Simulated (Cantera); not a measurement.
A closed system holds: 1 mol B₂H₆, 1.4 mol H₂, held at 1950 K and 0.100 bar.

Equilibrium computed with Cantera from the NASA thermochemical tables; the gas is ideal and each condensed phase is pure. Candidate condensed phases: B; 7 gas species. The feed counts by its element totals alone. The tables' values for BH₂ are old estimates; treat these amounts as uncertain. Kinetics and transport are ignored.

Problem. What is the equilibrium state?

Solution. 
| Quantity | Result |
|---|---|
| x(H₂) | 0.996 |
| x(H) | 0.00362 |
| x(BH₂) | 0.000347 |
| x(BH₃) | 9.86e-6 |
| n(B(s)) | 2.00 mol |
| gas amount | 4.408 mol |
